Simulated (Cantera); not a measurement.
Cantera run:

```python
import numpy as np
import cantera as ct

gas_names = """
    H HO2 H2 H2O H2O2 Nb NbO NbO2 O OH O2 O3
""".split()
cond_names = """
    H2O(s) H2O(L) Nb(cr) Nb(L) NbO(s) NbO(L) NbO2(I) NbO2(II) NbO2(III) NbO2(L) Nb2O5(s) Nb2O5(L)
""".split()


# ... load() reads the species with a 1 bar reference pressure and builds the phases ...
atoms = {
    'Nb': {'Nb': 1},
    'H2O': {'H': 2, 'O': 1},
}
top_T = {}  # K; cautious upper limits of use, not melting points


# ... equilibrate(T, P, feed) seeds the gas with the atoms and calls Mixture.equilibrate('TP', solver="vcs", rtol=1e-11, max_steps=5000) ...
results = []
feed = {'Nb': 1, 'H2O': 0.015}  # mol
T = 1100  # K
P = 14000  # Pa
mix = equilibrate(T, P, feed)
results.append((T, P, feed, dict(zip(mix.species_names, mix.species_moles))))
print(gas.report(threshold=1e-06))
for i in range(1, mix.n_phases):
    print(f"{mix.phase(i).name:16s} {mix.phase_moles(i):12.5e} mol")
```

It prints:

```
       temperature   1100 K
          pressure   14000 Pa
           density   0.003086 kg/m^3
  mean mol. weight   2.016 kg/kmol
   phase of matter   gas

                          1 kg             1 kmol
                     ---------------   ---------------
          enthalpy        1.1769e+07        2.3726e+07  J
   internal energy        7.2324e+06        1.4581e+07  J
           entropy             92004        1.8548e+05  J/K
    Gibbs function       -8.9435e+07        -1.803e+08  J
 heat capacity c_p             15196             30635  J/K
 heat capacity c_v             11071             22320  J/K

                      mass frac. Y      mole frac. X     chem. pot. / RT
                     ---------------   ---------------   ---------------
                H2                 1                 1           -19.714
     [  +11 minor]        4.4253e-06        5.6046e-07

Nb(cr)            9.85000e-01 mol
NbO(s)            1.50000e-02 mol
NbO2(II)          0.00000e+00 mol
Nb2O5(s)          0.00000e+00 mol
```

Equilibrium computed with Cantera from the NASA thermochemical tables; the gas is ideal and each condensed phase is pure. Mutual solubility and eutectic melting of coexisting phases are not modelled. NbO: taken at fixed stoichiometry. Condensed phases not in the tables: N, O or C dissolved in the metal.
